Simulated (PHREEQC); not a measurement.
A made-up water analysis in mmol/kgw, 25 °C, pH 7.25, pe 10.5: Na 88.1; K 0.34; Ca 7.11; Mg 0.727; Cl 96.9; S(6) 3.87; Alkalinity (meq/kgw) 0.000893; N(5) 1.51.

Cl is adjusted to close the charge balance.
Valence states are taken as typed.

Computed with PHREEQC (ion-association model, phreeqc.dat).

| Item | Result |
|---|---|
| ionic strength | 0.113 mol/kgw |
| specific conductance | 10600 µS/cm |
| density | 1.002 g/cm³ |

| species | molality | activity | log γ |
|---|---|---|---|
| Cl- | 0.0949 | 0.0719 | -0.120 |
| Na+ | 0.0877 | 0.0682 | -0.109 |
| Ca+2 | 0.00666 | 0.00251 | -0.423 |
| SO4-2 | 0.00290 | 0.00104 | -0.446 |
| NO3- | 0.00151 | 0.00112 | -0.129 |
| Mg+2 | 0.000665 | 0.000262 | -0.404 |
| NaSO4- | 0.000454 | 0.000355 | -0.107 |
| CaSO4 | 0.000452 | 0.000464 | 0.011 |
| K+ | 0.000338 | 0.000255 | -0.122 |
| MgSO4 | 6.22e-5 | 6.38e-5 | 0.011 |

Precipitation was switched off in this run.
